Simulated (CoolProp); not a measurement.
1-butene along the isobar 3150 kPa: fugacity coefficient from the reference equation and from simpler models built on Tc = 419.3 K, pc = 4006 kPa, ω = 0.192; each cubic takes its own stable root.

The numbers come from the reference Helmholtz-energy equation of state, Lemmon 2005 in CoolProp. It is a short technical equation, of lower accuracy than the large ones.

| T (K) | phase | reference |
|---|---|---|
| 264 | liquid | 0.03132 |
| 291.8 | liquid | 0.08055 |
| 319.7 | liquid | 0.1688 |
| 347.6 | liquid | 0.3023 |
| 375.5 | liquid | 0.4792 |
| 403.3 | liquid | 0.6844 |
| 431.2 | gas | 0.7582 |
| 459.1 | gas | 0.8046 |
| 486.9 | gas | 0.8397 |
| 514.8 | gas | 0.8674 |

Problem. How far does each simpler model (van der Waals, Redlich-Kwong, Soave-Redlich-Kwong, Peng-Robinson) lie from the reference over these 10 states: mean and median of the absolute difference, and the worst?

Solution. 
- van der Waals: mean 82.6 %, median 19.7 %, worst +397.4 % at 264 K and 3150 kPa
- Redlich-Kwong: mean 14.5 %, median 6.8 %, worst +48.7 % at 264 K and 3150 kPa
- Soave-Redlich-Kwong: mean 1.7 %, median 1.4 %, worst +3.2 % at 347.6 K and 3150 kPa
- Peng-Robinson: mean 0.9 %, median 0.8 %, worst -1.9 % at 431.2 K and 3150 kPa

At some of these states van der Waals, Redlich-Kwong gives the other phase, because its saturation line lies elsewhere.
